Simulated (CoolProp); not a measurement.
The numbers come from the reference Helmholtz-energy equation of state, Akasaka 2020 in CoolProp.

Problem. Give the vapour pressure (MPa), vapour density (kg/m³), enthalpy of vaporisation (kJ/kg), liquid cp (kJ/(kg K)) of saturated R1123 at -52.85, -40.45 °C.

Solution. 
| T (°C) | p (MPa) | vapour density (kg/m³) | enthalpy of vaporisation (kJ/kg) | liquid cp (kJ/(kg K)) |
|---|---|---|---|---|
| -52.85 | 0.153 | 7.22 | 219 | 1.30 |
| -40.45 | 0.265 | 12.1 | 210 | 1.33 |
